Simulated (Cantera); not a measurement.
Feed: 1 mol NH3, 0.79 mol SO2, held at 2925 K and 12.0 Torr.

Cantera equilibrium calculation (NASA polynomials, part measured and part estimated; ideal gas, pure solids and liquids). Candidate condensed phases: H2O, H2SO4, S; 35 gas species. Rates play no part.

### Question
What is the equilibrium state?

### Answer
| Item | Result |
|---|---|
| x(H) | 0.344 |
| x(N2) | 0.123 |
| x(H2) | 0.122 |
| x(SO) | 0.0978 |
| x(O) | 0.0872 |
| x(S) | 0.0597 |
| x(H2O) | 0.0564 |
| x(OH) | 0.0499 |
| x(SO2) | 0.0343 |
| gas amount | 3.981 mol |
| log10 activity of S(l) (absent) | -4.19 |
